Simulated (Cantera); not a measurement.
Charge: 1 mol toluene, 1.7 mol H₂O, 0.52 mol H₂, equilibrated at 1575 °C and 0.0150 bar.

Cantera equilibrium calculation (NASA polynomials, part measured and part estimated; ideal gas, pure solids and liquids). Candidate condensed phases: C, C₆H₆, C₇H₈, C₈H₁₈, H₂O; 110 gas species. Kinetics and transport are ignored.

Base state: H₂ 0.782, CO 0.214, H 0.00383, C₂H₂ (acetylene) 0.000202 (mole fractions); condensed: C(graphite).

Q: What changes in the equilibrium state with this change: pressure from 0.0150 bar to 0.000160 bar?

A: 
```tsv
species	before	after
H₂	0.782	0.753
CO	0.214	0.211
H	0.00383	0.0364
C₂H₂ (acetylene)	0.000202	0.000194
C(graphite), mol	5.30	5.30
```

Q: What changes in the equilibrium state with this change: temperature from 1575 °C to 875 °C?

A: 
| species | before | after |
|---|---|---|
| H₂ | 0.782 | 0.785 |
| CO | 0.214 | 0.215 |
| CH₄ | 6.04e-6 | 0.000220 |
| H | 0.00383 | 5.18e-7 |
| C₂H₂ (acetylene) | 0.000202 | 2.92e-8 |
| CO₂ | 3.88e-8 | 2.81e-5 |
| H₂O | 5.68e-7 | 0.000121 |
| C(graphite), mol | 5.30 | 5.30 |

Q: What changes in the equilibrium state with this change: H₂O from 1.7 to 0.022 mol?

A: 
| species | before | after |
|---|---|---|
| H₂ | 0.782 | 0.991 |
| CO | 0.214 | 0.00481 |
| H | 0.00383 | 0.00431 |
| C₂H₂ (acetylene) | 0.000202 | 0.000255 |
| C(graphite), mol | 5.30 | 6.98 |
